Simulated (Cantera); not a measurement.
Standard-state values (1 bar) from the NASA 1993 polynomials, evaluated with Cantera. Values are per mole of reaction as written; species without (g) are pure solids or liquids, kept so even where they would boil at 1 bar. VN: taken at fixed stoichiometry.

Question: Between 300 and 1223 K, where is each reaction favourable under standard conditions?
- 4 VO2(g) + H2O2(g) ⇌ 2 V2O5 + 2 H(g)
- 4 VN + 9 OH(g) ⇌ 4 VO2(g) + 3 NH3(g) + NO(g)

Answer: 
- 4 VO2(g) + H2O2(g) ⇌ 2 V2O5 + 2 H(g): ΔG° is -1357 kJ at 300 K and -740 kJ at 1223 K; it stays negative (K > 1). ΔH° is -1358 kJ and ΔS° -505 J/K at 1223 K.
- 4 VN + 9 OH(g) ⇌ 4 VO2(g) + 3 NH3(g) + NO(g): ΔG° is -477 kJ at 300 K and -447 kJ at 1223 K; it stays negative (K > 1). ΔH° is -535 kJ and ΔS° -72 J/K at 1223 K.
